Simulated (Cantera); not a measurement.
A closed system holds: 1 mol Si, 2.2 mol O2, 9.4 mol H2, held at 20.3 Torr.

These are equilibrium values from Cantera (NASA tables, ideal gas, pure condensed phases), not measurements of a reactor. Candidate condensed phases: H2O, Si, SiO2; 18 gas species. The tables hold silica as quartz up to 1696 K and as liquid above; real silica turns to tridymite and cristobalite and melts near 1996 K. Rates play no part.

Question: Which condensed phases are stable at each of these points (T (°C)): 1527, 1577, 1627, 1677, 1727, 1777, 1827, 1877, 1927?

Answer: 
```
T (°C)  condensed phases  Si condensed (%)
------  ----------------  ----------------
1527     SiO2(condensed)              99.8
1577     SiO2(condensed)              99.4
1627     SiO2(condensed)              98.6
1677     SiO2(condensed)              96.8
1727             SiO2(l)              92.9
1777             SiO2(l)              85.3
1827             SiO2(l)              71.5
1877             SiO2(l)              48.4
1927             SiO2(l)              13.2
```

From 1527 °C to 1677 °C the condensed part is SiO2(condensed). From 1727 °C to 1927 °C the condensed part is SiO2(l).
